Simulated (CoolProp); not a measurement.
Vapour-liquid equilibrium of n-hexane (1) + m-xylene (2) at 0.465 bar; x and y are mole fractions of (1).

Values from CoolProp's multi-fluid Helmholtz-energy mixture model, Thol 2019 and Zhou 2012; pair parameters Bell 2016.

| x | bubble temperature, mixture model (°C) | bubble temperature, Raoult's law (°C) | y, mixture model | y, Raoult's law |
|---|---|---|---|---|
| 0.05 | 102.9 | 103.3 | 0.294 | 0.288 |
| 0.15 | 87.1 | 89.6 | 0.635 | 0.604 |
| 0.25 | … | 79.7 | 0.794 | 0.759 |
| 0.35 | … | 72.1 | 0.872 | 0.846 |
| 0.45 | 61.3 | 66.0 | 0.914 | 0.899 |
| 0.55 | 57.1 | 61.0 | … | 0.933 |
| 0.65 | … | 56.7 | … | 0.957 |
| 0.75 | … | 53.1 | … | 0.974 |
| 0.85 | 49.2 | 50.0 | … | 0.987 |
| 0.95 | 47.0 | 47.1 | 0.993 | 0.996 |

Problem. Some entries are withheld; supply them.

Solution. 
- 0.25, bubble temperature, mixture model (°C): 75.5
- 0.35, bubble temperature, mixture model (°C): 67.2
- 0.55, y, mixture model: 0.939
- 0.65, bubble temperature, mixture model (°C): 54.0
- 0.65, y, mixture model: 0.956
- 0.75, bubble temperature, mixture model (°C): 51.5
- 0.75, y, mixture model: 0.969
- 0.85, y, mixture model: 0.981

The largest gap from Raoult's law is -4.9 K in bubble temperature, at x = 0.35. No azeotrope shows between x = 0.05 and 0.95.

Pair parameters are fitted to limited data, so mixtures are less certain than the pure fluids.
